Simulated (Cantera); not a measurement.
An isothermal, constant-pressure homogeneous reactor starts with H₂ : O₂ : N₂ = 0.076 : 1 : 1.3 (molar parts), equivalence ratio 0.038, at 1223 K and 2.40 Torr.

Detailed kinetics in Cantera: the H2/O2 subset of GRI-Mech 3.0, which has no nitrogen chemistry. Radical loss at walls, strong at low pressure, is not modelled.

One state of this run: x H₂ = 0.000694; x O₂ = 0.396; x OH = 0.00221; x H₂O = 0.0271; x O = 0.0200; x HO₂ = 3.63e-7. x: mole fraction; the columns are a selection and need not sum to one.

### Question
Which value of t (s) does it belong to?
A. 0.00318
B. 0.000800
C. 0.0504
D. 0.798

### Answer
C, 0.0504
